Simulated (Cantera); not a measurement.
Charge: 1 mol BaF₂, 0.26 mol H₂, 0.11 mol N₂, equilibrated at 2000 K and 13.3 mbar.

These are equilibrium values from Cantera (NASA tables, ideal gas, pure condensed phases), not measurements of a reactor. Candidate condensed phases: Ba, BaF₂; 24 gas species. Rates play no part.

Base state: BaF₂ 0.659, H₂ 0.157, N₂ 0.0780, HF 0.0504, BaF 0.0500, H 0.00557, Ba 0.000159 (mole fractions); condensed: gas only.

Task: What changes in the equilibrium state with this change: pressure from 13.3 mbar to 0.220 bar?

Result: 
| species | before | after |
|---|---|---|
| H₂ | 0.157 | 0.608 |
| N₂ | 0.0780 | 0.261 |
| BaF₂ | 0.659 | 0.101 |
| BaF | 0.0500 | 0.0136 |
| HF | 0.0504 | 0.0137 |
| Ba | 0.000159 | 7.68e-5 |
| H | 0.00557 | 0.00270 |
| BaF₂(l), mol | 0 | 0.952 |

Task: What changes in the equilibrium state with this change: BaF₂ replaced by PbCl₂?

Result: 
```tsv
species	before	after
PbCl	0	0.300
HCl	0	0.266
Cl	0	0.165
BaF₂	0.659	0
PbCl₂	0	0.146
Pb	0	0.0660
HF	0.0504	0
BaF	0.0500	0
H₂	0.157	0.000286
N₂	0.0780	0.0564
Cl₂	0	0.000664
PbCl₄	0	0.000232
Ba	0.000159	0
```
The tables' values for PbCl₄ are old estimates; treat these amounts as uncertain. Further candidate phases: NH₄Cl, Pb, PbCl₂.

Task: What changes in the equilibrium state with this change: temperature from 2000 K to 1398 K?

Result: 
```json
[
 {"species": "H₂", "before": "0.157", "after": "0.702"},
 {"species": "N₂", "before": "0.0780", "after": "0.297"},
 {"species": "BaF₂", "before": "0.659", "after": "0.000286"},
 {"species": "BaF", "before": "0.0500", "after": "0.000110"},
 {"species": "HF", "before": "0.0504", "after": "0.000112"},
 {"species": "Ba", "before": "0.000159", "after": "9.23e-7"},
 {"species": "H", "before": "0.00557", "after": "3.43e-5"},
 {"species": "BaF₂(s), mol", "before": "0", "after": "1.000"}
]
```
